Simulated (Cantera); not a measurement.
An adiabatic, constant-pressure homogeneous reactor starts with CO : H₂ : O₂ : N₂ = 1 : 0.56 : 1.56 : 7.8 (molar parts), at 1523 K and 5.00 bar. Integrator tolerance rtol = 1e-08.

Model: GRI-Mech 3.0 (53 species, 325 reactions), integrated in Cantera. The hydrogen kinetics of GRI-Mech 3.0 are dated; newer H2 mechanisms differ, most at raised pressure.

Problem. What does this change do: 0.47 parts CO2 added?

Solution. 
```
quantity                                                              before                                      after
---------------------------------  -----------------------------------------  -----------------------------------------
time of steepest temperature rise                                    5.05 µs                                    5.29 µs
temperature at 2.00 s                                                 2477 K                                     2420 K
equilibrium temperature                                               2477 K                                     2420 K
x(CO) at 2.00 s                      0.00511 (gas-phase equilibrium 0.00511)    0.00539 (gas-phase equilibrium 0.00539)
x(H₂) at 2.00 s                    0.000465 (gas-phase equilibrium 0.000465)  0.000342 (gas-phase equilibrium 0.000342)
x(O₂) at 2.00 s                        0.0710 (gas-phase equilibrium 0.0710)      0.0690 (gas-phase equilibrium 0.0690)
x(NO) at 2.00 s                        0.0126 (gas-phase equilibrium 0.0126)      0.0110 (gas-phase equilibrium 0.0110)
x(OH) at 2.00 s                      0.00495 (gas-phase equilibrium 0.00495)    0.00401 (gas-phase equilibrium 0.00401)
```
